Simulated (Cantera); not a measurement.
**Catalytic stagnation flow on Pt**

A jet of CH4 : O2 : N2 = 0.04 : 0.061 : 0.79 (molar parts) at 300 K and 0.0770 atm hits a platinum plate 5.2 cm away at a mass flux of 0.054 kg/m²/s; the plate temperature is set and raised in steps from an oxygen-covered start.

Model: Deutschmann's 1995 Pt surface mechanism with GRI-Mech 3.0 gas chemistry, integrated in Cantera. Catalytic surfaces can have several steady states; this one follows from the mechanism file's or the stated starting coverage.

```tsv
plate T (K)	wall x CH4	wall x O2	wall x H2O	wall x OH	wall x CO	wall x CO2	θ free Pt	θ CO*	θ C*
900	0.00581	0.00251	0.0718	<1e-8	0.0332	0.00915	0.638	0.355	0.00652
950	0.00419	0.00190	0.0738	<1e-8	0.0379	0.00554	0.758	0.231	0.00980
1000	0.00333	0.00158	0.0734	<1e-8	0.0388	0.00556	0.858	0.134	0.00751
1050	0.00292	0.00144	0.0717	<1e-8	0.0376	0.00746	0.924	0.0713	0.00384
1100	0.00276	0.00140	0.0695	<1e-8	0.0354	0.0102	0.960	0.0369	0.00182
1150	0.00272	0.00141	0.0670	1.77e-8	0.0328	0.0133	0.979	0.0191	0.000885
```
x: mole fraction at the wall; θ: surface coverage.
